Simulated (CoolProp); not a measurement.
Fluoroethane (R161) along the isobar 5 MPa: Z from the reference equation and from simpler models built on Tc = 375.2 K, pc = 5.010 MPa, ω = 0.216; each cubic takes its own stable root.

Model: reference Helmholtz-energy equation of state, Wu 2012, in CoolProp.

```csv
T (K),phase,reference,van der Waals,Redlich-Kwong,Soave-Redlich-Kwong
163.4,liquid,0.1930,0.3345,0.2259,0.2237
169.4,liquid,0.1877,0.3250,0.2197,0.2173
175.4,liquid,0.1829,0.3162,0.2140,0.2114
181.4,liquid,0.1783,0.3081,0.2088,0.2060
187.4,liquid,0.1741,0.3006,0.2039,0.2010
193.4,liquid,0.1701,0.2936,0.1995,0.1964
199.4,liquid,0.1664,0.2872,0.1954,0.1921
205.3,liquid,0.1631,0.2813,0.1917,0.1883
211.3,liquid,0.1599,0.2757,0.1882,0.1846
217.3,liquid,0.1569,0.2705,0.1850,0.1813
223.3,liquid,0.1541,0.2657,0.1821,0.1782
229.3,liquid,0.1515,0.2612,0.1794,0.1754
235.3,liquid,0.1491,0.2571,0.1770,0.1729
241.3,liquid,0.1469,0.2533,0.1748,0.1705
```
